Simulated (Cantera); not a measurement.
Feed: 1 mol AlN, a varied amount of Cl2, 0.24 mol H2, held at 775 °C and 0.350 bar.

Cantera equilibrium calculation (NASA polynomials, part measured and part estimated; ideal gas, pure solids and liquids). Candidate condensed phases: Al, AlCl3, AlN, NH4Cl; 20 gas species. Kinetics and transport are ignored.

x: gas mole fraction; n: condensed amount in mol.

```json
[
 {"n(Cl2) (mol)": "0.22", "x AlCl3": "0.270", "x H2": "0.453", "x N2": "0.137", "x HCl": "0.139", "x Cl2": "3.56e-12", "n AlN(s)": "0.875"},
 {"n(Cl2) (mol)": "0.32", "x AlCl3": "0.332", "x H2": "0.361", "x N2": "0.168", "x HCl": "0.137", "x Cl2": "4.37e-12", "n AlN(s)": "0.812"},
 {"n(Cl2) (mol)": "0.46", "x AlCl3": "0.390", "x H2": "0.278", "x N2": "0.198", "x HCl": "0.131", "x Cl2": "5.14e-12", "n AlN(s)": "(withheld)"},
 {"n(Cl2) (mol)": "0.66", "x AlCl3": "0.443", "x H2": "0.207", "x N2": "0.225", "x HCl": "0.120", "x Cl2": "5.85e-12", "n AlN(s)": "(withheld)"},
 {"n(Cl2) (mol)": "0.94", "x AlCl3": "0.489", "x H2": "0.150", "x N2": "0.249", "x HCl": "0.108", "x Cl2": "6.45e-12", "n AlN(s)": "(withheld)"},
 {"n(Cl2) (mol)": "1.3", "x AlCl3": "0.524", "x H2": "0.109", "x N2": "0.267", "x HCl": "0.0949", "x Cl2": "6.91e-12", "n AlN(s)": "(withheld)"},
 {"n(Cl2) (mol)": "1.9", "x AlCl3": "0.461", "x H2": "5.67e-11", "x N2": "0.235", "x HCl": "0.225", "x Cl2": "0.0749", "n AlN(s)": "(withheld)"}
]
```

Task: Complete the blanks.

Result: 
- 0.46, n AlN(s): 0.724
- 0.66, n AlN(s): 0.596
- 0.94, n AlN(s): 0.415
- 1.3, n AlN(s): 0.182
- 1.9, n AlN(s): 0
